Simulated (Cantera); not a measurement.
Charge: 1 mol Ta₂O₅, 1.9 mol CO, held at 2298 K and 13300 Pa.

Method: chemical equilibrium by Gibbs-energy minimisation in Cantera with the NASA 1993 tables (ideal gas, pure condensed phases). Candidate condensed phases: C, Ta, TaC, Ta₂O₅; 15 gas species. Mutual solubility and eutectic melting of coexisting phases are not modelled. TaC: taken at fixed stoichiometry. Condensed phases not in the tables: Ta₂C. Equilibrium is a limit: real reactors are often held back by kinetics, nucleation or transport.

Base state: CO 0.998, CO₂ 0.00102, TaO₂ 0.000472, TaO 8.82e-5 (mole fractions); condensed: TaC(s) + Ta₂O₅(l).

What changes in the equilibrium state with this change: Ta₂O₅ replaced by Fe₃O₄?


```json
[
 {"species": "CO₂", "before": "0.00102", "after": "0.524"},
 {"species": "CO", "before": "0.998", "after": "0.470"},
 {"species": "Fe", "before": "0", "after": "0.00381"},
 {"species": "TaO₂", "before": "0.000472", "after": "0"},
 {"species": "O₂", "before": "1.03e-9", "after": "0.00123"},
 {"species": "FeO", "before": "0", "after": "0.000881"},
 {"species": "TaC(s), mol", "before": "0.000353", "after": "0"},
 {"species": "Ta₂O₅(l), mol", "before": "0.999", "after": "0"},
 {"species": "FeO(l), mol", "before": "0", "after": "2.99"}
]
```
The tables' stoichiometric FeO is somewhat more stable than real wüstite, so its field is too wide. FeO: taken at fixed stoichiometry. Further candidate phases: Fe, Fe(CO)₅, FeO, Fe₂O₃, Fe₃O₄.
